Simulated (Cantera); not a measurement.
Mixture: 5.35 % C2H4, 10.1 % O2, 66.4 % N2, 18.2 % H2O, at 1.50 bar, adiabatic and at constant pressure. Ignition delay is the time to a rise of 400 K.

Detailed kinetics in Cantera: GRI-Mech 3.0 (53 species, 325 reactions). GRI-Mech 3.0 was tuned for natural gas; its chemistry of ethylene as a main component is partial and can be far from experiment. Where the delays flatten at high temperature, the 400 K rule measures the pace of heat release, not the induction time.

**Question.** Predict: delay at 1173 K; delay at 1323 K; delay at 1473 K; delay at 1623 K; delay at 1773 K; apparent activation energy between 1698 and 1848 K.

**Answer.** 
```
Quantity                                               Result
--------------------------------------------------  ---------
delay at 1173 K                                       1.38 ms
delay at 1323 K                                       82.2 µs
delay at 1473 K                                       33.4 µs
delay at 1623 K                                       19.7 µs
delay at 1773 K                                       13.2 µs
apparent activation energy between 1698 and 1848 K  64 kJ/mol
```
